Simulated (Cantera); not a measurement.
Input: 1 mol Si, 1.1 mol Cl2, 0.3 mol H2, held at 1048 K and 13300 Pa.

Method: chemical equilibrium by Gibbs-energy minimisation in Cantera with the NASA 1993 tables (ideal gas, pure condensed phases). Candidate condensed phases: Si; 19 gas species. The tables' values for SiCl3 are old estimates; treat these amounts as uncertain. Equilibrium is a limit: real reactors are often held back by kinetics, nucleation or transport.

Base state: SiCl4 0.581, H2 0.306, SiHCl3 0.0717, HCl 0.0253, SiCl3 0.0111, SiCl2 0.00391, SiH2Cl2 0.00101 (mole fractions); condensed: Si(s).

What changes in the equilibrium state with this change: temperature from 1048 K to 1000 K?


| species | before | after |
|---|---|---|
| SiCl4 | 0.581 | 0.589 |
| H2 | 0.306 | 0.310 |
| SiHCl3 | 0.0717 | 0.0742 |
| HCl | 0.0253 | 0.0174 |
| SiCl3 | 0.0111 | 0.00634 |
| SiCl2 | 0.00391 | 0.00165 |
| SiH2Cl2 | 0.00101 | 0.00101 |
| Si(s), mol | 0.436 | 0.436 |

What changes in the equilibrium state with this change: temperature from 1048 K to 625 K?


```
species      before     after
----------  -------  --------
SiCl4         0.581     0.595
H2            0.306     0.316
SiHCl3       0.0717    0.0889
HCl          0.0253  0.000102
SiCl3        0.0111   3.25e-6
SiCl2       0.00391   1.67e-8
SiH2Cl2     0.00101  0.000718
Si(s), mol    0.436     0.431
```
